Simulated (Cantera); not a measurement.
**Thermodynamics of silicon epitaxy and polysilicon growth, feed Si2Cl6 + Cl2 + N2 + HCl**

Feed: 1 mol Si2Cl6, 0.54 mol Cl2, 160 mol N2, 1.2 mol HCl, held at 975 K and 0.100 bar.

These are equilibrium values from Cantera (NASA tables, ideal gas, pure condensed phases), not measurements of a reactor. Candidate condensed phases: NH4Cl, Si, Si3N4; 28 gas species. The feed counts by its element totals alone. N2 is the only nitrogen source here; it is nearly inert below about 1500 K, so the nitride shown seldom forms there in practice. Kinetics and transport are ignored.

```json
{
 "x(N2)": "0.982",
 "x(SiCl4)": "0.0110",
 "x(HCl)": "0.00700",
 "x(H2)": "0.000185",
 "x(SiCl3)": "4.82e-6",
 "x(SiHCl3)": "1.66e-6",
 "n(Si3N4(s))": "0.0715 mol",
 "gas_amount": "162.8 mol",
 "log10 activity of Si(s) (absent)": "-6.85"
}
```
